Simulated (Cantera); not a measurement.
Standard-state values (1 bar) from the NASA 1993 polynomials, evaluated with Cantera. Values are per mole of reaction as written; species without (g) are pure solids or liquids, kept so even where they would boil at 1 bar.

Ta + O2(g) → TaO2(g), with ΔH° = -200.9 kJ and ΔS° = 33.6 J/K at 300 K.

**Question.** How far is the shortcut ΔG° ≈ ΔH°(300 K) − T·ΔS°(300 K) from the full temperature-dependent value at 1425, 1475, 1525, 1575, 1625, 1675, 1725, 1775, 1825 K?

**Answer.** 
```csv
T (K),shortcut (kJ),full (kJ),difference (kJ),difference in log10 K
1425,-248.7,-240.2,-8.5,0.31
1475,-250.4,-241.3,-9.1,0.32
1525,-252.1,-242.4,-9.7,0.33
1575,-253.7,-243.4,-10.3,0.34
1625,-255.4,-244.5,-10.9,0.35
1675,-257.1,-245.5,-11.6,0.36
1725,-258.8,-246.5,-12.3,0.37
1775,-260.5,-247.5,-13.0,0.38
1825,-262.1,-248.5,-13.7,0.39
```
The shortcut ignores the heat-capacity change of the reaction.
